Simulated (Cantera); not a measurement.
Equilibrium for silicon epitaxy and polysilicon growth: SiHCl₃ + HCl + H₂

Charge: 1 mol SiHCl₃, 0.084 mol HCl, 22 mol H₂, at 1330 Pa.

Method: chemical equilibrium by Gibbs-energy minimisation in Cantera with the NASA 1993 tables (ideal gas, pure condensed phases). Candidate condensed phases: Si; 19 gas species. The tables' values for SiCl₃, SiCl are old estimates; treat these amounts as uncertain. The numbers say what is thermodynamically allowed, not how fast it happens.

From 1025 K to 1575 K the condensed part is Si(s). The main Si-bearing gas is SiCl₄ at 1025 K and SiCl₂ at 1575 K. The share of Si in condensed phases is highest at 1275 K (46.7 %) and lowest at 1025 K (33.5 %).

```csv
T (K),log p H₂,log p HCl,log p SiCl₂,log p SiCl₄,log p SiHCl₃,n Si(s)
1025,-1.90,-3.42,-4.69,-3.58,-4.12,0.335
1075,-1.90,-3.28,-4.36,-3.67,-4.20,0.382
1125,-1.91,-3.16,-4.09,-3.80,-4.30,0.424
1175,-1.91,-3.08,-3.88,-3.99,-4.46,0.452
1225,-1.92,-3.02,-3.73,-4.26,-4.67,0.466
1275,-1.92,-2.99,-3.64,-4.60,-4.93,0.467
1325,-1.92,-2.97,-3.59,-4.97,-5.21,0.462
1375,-1.92,-2.97,-3.56,-5.35,-5.50,0.453
1425,-1.92,-2.97,-3.53,-5.72,-5.78,0.444
1475,-1.92,-2.97,-3.52,-6.07,-6.05,0.435
1525,-1.92,-2.97,-3.51,-6.40,-6.30,0.426
1575,-1.92,-2.98,-3.50,-6.72,-6.54,0.417
```
log p: log10 of the partial pressure in bar; n: condensed amount in mol.
